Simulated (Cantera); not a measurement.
Input (Python, Cantera):

```python
import numpy as np
import cantera as ct

gas = ct.Solution("gri30.yaml")


def delay(T, t_max=10):
    gas.TPX = T, 101325, {'H2': 1, 'O2': 1.22, 'N2': 4.59}
    reactor = ct.IdealGasReactor(gas, clone=False)
    net = ct.ReactorNet([reactor])
    net.rtol, net.atol = 1e-8, 1e-16
    while net.time < t_max:
        t_old, T_old = net.time, reactor.T
        net.step()
        if reactor.T > T + 400:  # ignition: a rise of 400 K
            return t_old + (T + 400 - T_old) / (reactor.T - T_old) * (net.time - t_old)
    return np.nan


taus = []
for T in [975, 1050, 1125, 1200, 1275, 1350, 1425]:
    taus.append(delay(T))
    print(f"T0 = {T:6g} K   tau = {taus[-1]:.4e} s")
```

It prints:

```
T0 =    975 K   tau = 6.2745e-04 s
T0 =   1050 K   tau = 1.4649e-04 s
T0 =   1125 K   tau = 7.7420e-05 s
T0 =   1200 K   tau = 5.0157e-05 s
T0 =   1275 K   tau = 3.6374e-05 s
T0 =   1350 K   tau = 2.8713e-05 s
T0 =   1425 K   tau = 2.4379e-05 s
```

Cantera simulation using GRI-Mech 3.0 (53 species, 325 reactions); the numbers are that mechanism's predictions, not measurements. Where the delays flatten at high temperature, the 400 K rule measures the pace of heat release, not the induction time.
